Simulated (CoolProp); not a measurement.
A simple Rankine cycle with R123: condensing at 295.15 K, boiler at 1.24 MPa, turbine inlet 499 K, turbine efficiency 0.85, pump efficiency 0.8, no recuperator. Each further row changes one setting.

Values from CoolProp's reference Helmholtz-energy equation of state, Younglove 1994. It is a modified Benedict-Webb-Rubin equation, recast in Helmholtz form.

```tsv
case	thermal efficiency (%)	net work (kJ/kg)	heat in (kJ/kg)	turbine exit temperature (K)	volume ratio over the turbine
as stated	[?]	53.8	323	423.6	[?]
condensing temperature 287.15 K	18.0	59.6	331	416.0	[?]
boiler pressure 0.868 MPa	[?]	48.1	326	434.4	9.77
turbine efficiency 0.75	14.7	47.4	323	[?]	14.3
```

### Question
Fill in the missing entries.

### Answer

- as stated, thermal efficiency (%): 16.7
- as stated, volume ratio over the turbine: 14.0
- condensing temperature 287.15 K, volume ratio over the turbine: 18.9
- boiler pressure 0.868 MPa, thermal efficiency (%): 14.8
- turbine efficiency 0.75, turbine exit temperature (K): 431.5
